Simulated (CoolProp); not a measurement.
Vapour-liquid equilibrium of R1234yf (1) + R1234ze(E) (2) at 0.0968 MPa; x and y are mole fractions of (1).

Computed with CoolProp (multi-fluid Helmholtz-energy mixture model, Lemmon 2022 and Thol 2016; pair parameters Bell 2022).

```tsv
x	bubble temperature, mixture model (K)	bubble temperature, Raoult's law (K)	y, mixture model	y, Raoult's law
0.05	252.4	252.5	0.079	0.076
0.2	250.4	250.7	[?]	0.282
0.35	[?]	249.0	0.457	0.460
0.5	[?]	247.4	[?]	0.614
0.65	245.7	245.9	0.740	0.748
0.8	244.4	244.4	0.860	0.866
0.95	243.1	243.1	[?]	0.969
```

Problem. Fill in the missing entries.

Solution. 
- 0.2, y, mixture model: 0.284
- 0.35, bubble temperature, mixture model (K): 248.7
- 0.5, bubble temperature, mixture model (K): 247.2
- 0.5, y, mixture model: 0.607
- 0.95, y, mixture model: 0.967

The largest gap from Raoult's law is -0.3 K in bubble temperature, at x = 0.35. No azeotrope shows between x = 0.05 and 0.95.

Pair parameters are fitted to limited data, so mixtures are less certain than the pure fluids.
